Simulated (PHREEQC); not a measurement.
Make-up at 25 °C: 0.12 mol MnSO4, 9.7e-05 mol MgSO4, 0.00012 mol HCl and 0.19 mol Na2SO4 per kg of water. Closed to the air; pH follows from the charge balance.

Model: ion-association model, phreeqc.dat, run in PHREEQC.

No solid was allowed to form.

Task: Predict the pH.

Result: pH 4.68.

Task: In which forms is Mn present?

Result: MnSO4 54 %, Mn+2 46 % of the Mn.
